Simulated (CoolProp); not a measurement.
Methanol along the isotherm 338.85 °C: fugacity coefficient from the reference equation and from simpler models built on Tc = 240.2 °C, pc = 8216 kPa, ω = 0.565; each cubic takes its own stable root.

Values from CoolProp's reference Helmholtz-energy equation of state, de Reuck 1993.

| p (kPa) | phase | reference |
|---|---|---|
| 9130 | supercritical | 0.8181 |
| 18300 | supercritical | 0.6670 |
| 27400 | supercritical | 0.5542 |
| 36500 | supercritical | 0.4839 |
| 45600 | supercritical | 0.4407 |
| 54800 | supercritical | 0.4131 |
| 63900 | supercritical | 0.3957 |
| 73000 | supercritical | 0.3849 |
| 82200 | supercritical | 0.3788 |

How far does each simpler model (Redlich-Kwong, Soave-Redlich-Kwong, Peng-Robinson) lie from the reference over these 9 states: mean and median of the absolute difference, and the worst?


- Redlich-Kwong: mean 5.9 %, median 6.3 %, worst +13.1 % at 338.85 °C and 82200 kPa
- Soave-Redlich-Kwong: mean 25.6 %, median 26.1 %, worst +49.4 % at 338.85 °C and 82200 kPa
- Peng-Robinson: mean 13.3 %, median 13.7 %, worst +27.7 % at 338.85 °C and 82200 kPa
